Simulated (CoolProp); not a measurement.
Vapour-liquid equilibrium of R134a (1) + R245fa (2) at 827 kPa; x and y are mole fractions of (1).

Computed with CoolProp (multi-fluid Helmholtz-energy mixture model, Tillner-Roth 1994 and Akasaka 2015; pair parameters Akasaka 2014).

**Question.** Give the bubble temperature and the first vapour's composition at x = 0.15, 0.25, 0.65. Is there an azeotrope?

**Answer.** x = 0.15: 71.0 °C, y = 0.320; x = 0.25: 64.7 °C, y = 0.478; x = 0.65: 44.9 °C, y = 0.848. No azeotrope shows between x = 0.05 and 0.95.

The pair parameters rest on a limited set of measurements; away from them the model extrapolates.
